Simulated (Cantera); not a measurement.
# Thermodynamics of roasting and sulfation, feed Fe2O3 + SO2 + CO2

Charge: 1 mol Fe2O3, 0.43 mol SO2, 8.4 mol CO2, at 3.90 bar.

Cantera equilibrium calculation (NASA polynomials, part measured and part estimated; ideal gas, pure solids and liquids). Candidate condensed phases: C, Fe, Fe(CO)5, FeO, FeS, FeSO4, FeS2, Fe2O3, Fe2(SO4)3, Fe3O4, S; 25 gas species. Mutual solubility and eutectic melting of coexisting phases are not modelled. Equilibrium is a limit: real reactors are often held back by kinetics, nucleation or transport.

From 1350 K to 1600 K the condensed part is Fe2O3(s) + Fe3O4(s). From 1650 K to 1750 K the condensed part is Fe3O4(s).

| T (K) | x CO2 | x SO2 | x O2 | x CO | x SO3 | x O | x SO | x FeO | n Fe2O3(s) | n Fe3O4(s) |
|---|---|---|---|---|---|---|---|---|---|---|
| 1350 | 0.951 | 0.0487 | 2.11e-5 | 4.20e-5 | 3.88e-5 | 9.82e-10 | 1.28e-7 | <1e-12 | 0.999 | 0.000687 |
| 1400 | 0.951 | 0.0486 | 9.37e-5 | 4.88e-5 | 6.01e-5 | 4.64e-9 | 1.58e-7 | <1e-12 | 0.995 | 0.00351 |
| 1450 | 0.951 | 0.0486 | 0.000374 | 5.61e-5 | 9.04e-5 | 1.97e-8 | 1.94e-7 | 1.70e-12 | 0.979 | 0.0138 |
| 1500 | 0.950 | 0.0485 | 0.00136 | 6.38e-5 | 0.000132 | 7.58e-8 | 2.34e-7 | 7.06e-12 | 0.926 | 0.0493 |
| 1550 | 0.947 | 0.0483 | 0.00455 | 7.19e-5 | 0.000188 | 2.67e-7 | 2.78e-7 | 2.66e-11 | 0.755 | 0.163 |
| 1600 | 0.938 | 0.0478 | 0.0141 | 7.98e-5 | 0.000259 | 8.71e-7 | 3.25e-7 | 9.23e-11 | 0.240 | 0.507 |
| 1650 | 0.934 | 0.0476 | 0.0185 | 0.000131 | 0.000238 | 1.78e-6 | 5.62e-7 | 3.37e-10 | 0 | 0.667 |
| 1700 | 0.933 | 0.0476 | 0.0185 | 0.000238 | 0.000195 | 3.08e-6 | 1.07e-6 | 1.19e-9 | 0 | 0.667 |
| 1750 | 0.933 | 0.0476 | 0.0186 | 0.000418 | 0.000162 | 5.17e-6 | 1.97e-6 | 3.89e-9 | 0 | 0.667 |
x: gas mole fraction; n: condensed amount in mol.
